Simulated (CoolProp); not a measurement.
A simple Rankine cycle with n-perfluoropentane: condensing at 291.15 K, boiler at 0.734 MPa, turbine inlet 411 K, turbine efficiency 0.8, pump efficiency 0.7, no recuperator. Each further row changes one setting.

The numbers come from the reference Helmholtz-energy equation of state, Gao 2022 in CoolProp.

```tsv
case	thermal efficiency (%)	net work (kJ/kg)	heat in (kJ/kg)	turbine exit temperature (K)	volume ratio over the turbine
as stated	10.3	20.0	194	382.9	12.1
turbine inlet 431 K	10.0	21.3	214	403.0	___
condensing temperature 283.15 K	11.3	22.9	___	379.6	16.7
boiler pressure 0.514 MPa	9.0	17.6	___	___	8.09
turbine efficiency 0.7	9.0	17.4	194	385.7	12.1
```

Problem. What belongs in the gaps?

Solution. 
- turbine inlet 431 K, volume ratio over the turbine: 11.8
- condensing temperature 283.15 K, heat in (kJ/kg): 202
- boiler pressure 0.514 MPa, heat in (kJ/kg): 196
- boiler pressure 0.514 MPa, turbine exit temperature (K): 388.0
